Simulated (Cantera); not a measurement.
A perfectly stirred reactor is fed with 0.159 % CO, 0.446 % O₂, 0.238 % H₂O, 99.2 % N₂, equivalence ratio 0.18, at 101000 Pa; it is held at 975 K, and followed from long to short residence time.

Computed with Cantera and GRI-Mech 3.0 (53 species, 325 reactions).

x: mole fraction; the columns are a selection and need not sum to one.

| τ (s) | x CO | x O₂ | x H₂O | x H₂ | x NO | x CO₂ | x OH |
|---|---|---|---|---|---|---|---|
| 2.3 | 0.00124 | 0.00429 | 0.00238 | 4.59e-6 | 5.94e-11 | 0.000348 | ? |
| 0.61 | 0.00149 | 0.00441 | 0.00238 | 2.59e-6 | 5.75e-12 | 9.84e-5 | ? |
| 0.16 | 0.00157 | 0.00445 | 0.00238 | 6.47e-7 | <1e-12 | 1.99e-5 | ? |
| 0.044 | 0.00159 | 0.00446 | 0.00238 | 2.11e-8 | <1e-12 | 1.17e-6 | ? |
| 0.012 | 0.00159 | 0.00446 | 0.00238 | 1.67e-12 | <1e-12 | 2.36e-10 | 3.03e-12 |
| 0.0031 | 0.00159 | 0.00446 | 0.00238 | <1e-12 | <1e-12 | 2.22e-11 | <1e-12 |
| 0.00084 | 0.00159 | 0.00446 | 0.00238 | <1e-12 | <1e-12 | 4.09e-12 | <1e-12 |

Q: Complete the blanks.

A: 
- 2.3, x OH: 4.20e-8
- 0.61, x OH: 3.68e-8
- 0.16, x OH: 2.65e-8
- 0.044, x OH: 5.20e-9
